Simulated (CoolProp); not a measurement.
Vapour-liquid equilibrium of n-octane (1) + o-xylene (2) at 0.954 MPa; x and y are mole fractions of (1).

Values from CoolProp's multi-fluid Helmholtz-energy mixture model, Beckmüller 2019 and Zhou 2012; pair parameters Bell 2016.

```tsv
x	bubble temperature, mixture model (°C)	bubble temperature, Raoult's law (°C)	y, mixture model	y, Raoult's law
0.05	253.3	253.5	0.068	0.071
0.2	248.9	249.4	0.253	0.267
0.35	245.0	245.5	0.418	0.440
0.5	241.4	241.9	0.568	0.594
0.65	238.1	238.5	0.706	0.732
0.8	235.0	235.3	0.836	0.855
0.95	232.1	232.2	0.960	0.966
```

The largest gap from Raoult's law is -0.5 K in bubble temperature, at x = 0.35. No azeotrope shows between x = 0.05 and 0.95.

Pair parameters are fitted to limited data, so mixtures are less certain than the pure fluids.
